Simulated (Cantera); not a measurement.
An isothermal, constant-pressure homogeneous reactor starts with CH₄ : CO₂ = 1 : 0.68 (molar parts), at 1250 K and 17.8 atm.

Cantera simulation using GRI-Mech 3.0 (53 species, 325 reactions); the numbers are that mechanism's predictions, not measurements. The pressure lies above the range GRI-Mech 3.0 was tuned for (to about 10 atm).

Task: Predict: x(CH₄) at 6.00 s; x(CO₂) at 6.00 s; x(H) at 6.00 s; x(CH₃) at 6.00 s; x(H₂O) at 6.00 s.

Result: 
```json
{
  "x(CH₄) at 6.00 s": "0.551 (gas-phase equilibrium 0.130)",
  "x(CO₂) at 6.00 s": "0.391 (gas-phase equilibrium 0.00834)",
  "x(H) at 6.00 s": "6.31e-9 (gas-phase equilibrium 7.37e-8)",
  "x(CH₃) at 6.00 s": "2.28e-6 (gas-phase equilibrium 4.50e-7)",
  "x(H₂O) at 6.00 s": "0.00592 (gas-phase equilibrium 0.0123)"
}
```
